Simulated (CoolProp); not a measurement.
Vapour-liquid equilibrium of propane (1) + sulfur dioxide (2) at 21.25 °C; x and y are mole fractions of (1).

Values from CoolProp's multi-fluid Helmholtz-energy mixture model, Lemmon 2009 and Gao 2016; pair parameters Bell 2016.

| x | bubble pressure (MPa) | y at the bubble point | dew pressure at overall composition x (MPa) | liquid density (mol/L) |
|---|---|---|---|---|
| 0.05 | 0.6627 | 0.477 | 0.3639 | (withheld) |
| 0.15 | 0.9250 | 0.632 | (withheld) | 18.92 |
| 0.25 | 0.9791 | 0.657 | 0.4627 | 17.45 |
| 0.35 | 0.9824 | 0.658 | 0.5342 | 16.16 |
| 0.45 | 0.9824 | 0.658 | 0.6309 | 15.04 |
| 0.55 | 0.9880 | 0.666 | 0.7675 | 14.08 |
| 0.65 | 0.9954 | 0.686 | 0.9662 | 13.26 |
| 0.75 | 0.9953 | 0.725 | 0.9897 | 12.57 |
| 0.85 | 0.9745 | 0.793 | 0.9474 | 11.99 |
| 0.95 | (withheld) | 0.910 | 0.8927 | 11.51 |

Task: Complete the blanks.

Result: 
- 0.05, liquid density (mol/L): 20.59
- 0.15, dew pressure at overall composition x (MPa): 0.4076
- 0.95, bubble pressure (MPa): 0.9153

y crosses x between x = 0.65 and 0.75: the model has an azeotrope there.

Pair parameters are fitted to limited data, so mixtures are less certain than the pure fluids. With so large a gap from Raoult's law the liquid may split in two, which this calculation doesn't test in full.
